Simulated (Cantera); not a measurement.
Feed: 1 mol MgO, 7.8 mol HF, 0.38 mol N2, held at 1600 °C and 0.000120 bar.

Cantera equilibrium calculation (NASA polynomials, part measured and part estimated; ideal gas, pure solids and liquids). Candidate condensed phases: H2O, Mg, MgF2, MgO, Mg(OH)2; 50 gas species. Equilibrium is a limit: real reactors are often held back by kinetics, nucleation or transport.

What is the equilibrium state?


- x(HF): 0.771
- x(MgF2): 0.0820
- x(H2O): 0.0706
- x(N2): 0.0456
- x(H2): 0.00871
- x(O2): 0.00587
- x(H): 0.00550
- x(OH): 0.00346
- x(MgF): 0.00338
- n(MgO(s)): 0.271 mol
- gas amount: 8.314 mol
- log10 activity of MgF2(l) (absent): -2.92
- log10 activity of Mg(l) (absent): -7.87
